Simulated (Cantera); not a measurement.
Metals in furnace atmospheres: Pb + H₂O + CO

Input: 1 mol Pb, 0.94 mol H₂O, 28 mol CO, equilibrated at 0.130 bar.

Cantera equilibrium calculation (NASA polynomials, part measured and part estimated; ideal gas, pure solids and liquids). Candidate condensed phases: C, C₆H₆, C₇H₈, C₈H₁₈, H₂O, Pb, PbO, PbO₂, Pb₃O₄; 113 gas species. Rates play no part.

From 773 K to 1023 K the condensed part is C(graphite) + Pb(l). The main Pb-bearing gas is Pb throughout.

```csv
T (K),x CO,x CO₂,x H₂,x H₂O,x CH₄,x Pb,n C(graphite),n Pb(l)
773,0.157,0.786,0.0287,0.0279,0.000226,1.78e-7,12.5,1.000
798,0.229,0.717,0.0314,0.0230,0.000178,4.41e-7,11.8,1.000
823,0.318,0.630,0.0333,0.0183,0.000135,1.03e-6,10.8,1.000
848,0.422,0.529,0.0344,0.0139,9.86e-5,2.30e-6,9.57,1.000
873,0.534,0.421,0.0347,0.0102,7.01e-5,4.89e-6,8.06,1.000
898,0.643,0.316,0.0343,0.00724,4.89e-5,9.96e-6,6.35,1.000
923,0.738,0.223,0.0336,0.00498,3.41e-5,1.95e-5,4.61,1.000
948,0.813,0.151,0.0329,0.00337,2.41e-5,3.68e-5,3.05,0.999
973,0.867,0.0981,0.0323,0.00227,1.74e-5,6.73e-5,1.78,0.998
998,0.904,0.0628,0.0319,0.00153,1.29e-5,0.000119,0.865,0.997
1023,0.927,0.0400,0.0317,0.00104,9.79e-6,0.000205,0.237,0.994
```
x: gas mole fraction; n: condensed amount in mol.
